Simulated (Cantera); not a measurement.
Input: 1 mol Si(CH₃)₄, 0.056 mol C₃H₈, 1.1 mol H₂, held at 1350 K and 0.00120 bar.

These are equilibrium values from Cantera (NASA tables, ideal gas, pure condensed phases), not measurements of a reactor. Candidate condensed phases: C, C₆H₆, C₇H₈, C₈H₁₈, Si, SiC; 87 gas species. The numbers say what is thermodynamically allowed, not how fast it happens.

Base state: H₂ 1.000, H 6.88e-5 (mole fractions); condensed: C(graphite) + SiC(s).

**Question.** What changes in the equilibrium state with this change: Si(CH₃)₄ replaced by (CH₃)₂SiCl₂?

**Answer.** 
```json
[
 {"species": "H₂", "before": "1.000", "after": "0.628"},
 {"species": "HCl", "before": "0", "after": "0.370"},
 {"species": "SiCl₂", "before": "0", "after": "0.00233"},
 {"species": "SiCl₃", "before": "0", "after": "0.000275"},
 {"species": "SiCl₄", "before": "0", "after": "0.000162"},
 {"species": "Cl", "before": "0", "after": "2.67e-5"},
 {"species": "C(graphite), mol", "before": "3.17", "after": "1.18"},
 {"species": "SiC(s), mol", "before": "1.00", "after": "0.985"}
]
```
The feed counts by its element totals alone. The tables' values for SiCl₃ are old estimates; treat these amounts as uncertain.
